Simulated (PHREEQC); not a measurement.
**Buffer: an equilibrium model**

A solution holds 0.0091 mol NaHCO3, 0.0039 mol KOH and 8.7e-05 mol LiCl per kg of water, at 25 °C. Closed to the air; pH follows from the charge balance.

The numbers come from PHREEQC with the ion-association model, phreeqc.dat.

No solid was allowed to form.

Problem. Estimate the pH, ionic strength, specific conductance.

Solution. pH 9.98; ionic strength 0.0162 mol/kgw; specific conductance 1330 µS/cm.

Problem. In which forms is C present?

Solution. HCO3- 58 %, CO3-2 38 %, NaCO3- 3.8 % of the C.
